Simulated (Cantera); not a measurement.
Input: 1 mol B2O3, 48 mol HCl, 0.6 mol F2, held at 0.255 Torr.

Cantera equilibrium calculation (NASA polynomials, part measured and part estimated; ideal gas, pure solids and liquids). Candidate condensed phases: B, B2O3, B3O3H3, H2O; 56 gas species. Rates play no part.

### Question
Which condensed phases are stable at each of these points (T (K)): 898, 998, 1098, 1198, 1298, 1398, 1498, 1598, 1698, 1798, 1898?

### Answer
```tsv
T (K)	condensed phases	B condensed (%)
898	B2O3(l)	89.3
998	B2O3(l)	88.7
1098	B2O3(l)	77.6
1198	B2O3(l)	51.6
1298	B2O3(l)	14.4
1398	gas only	0.0
1498	gas only	0.0
1598	gas only	0.0
1698	gas only	0.0
1798	gas only	0.0
1898	gas only	0.0
```

From 898 K to 1298 K the condensed part is B2O3(l). From 1398 K to 1898 K nothing is condensed.
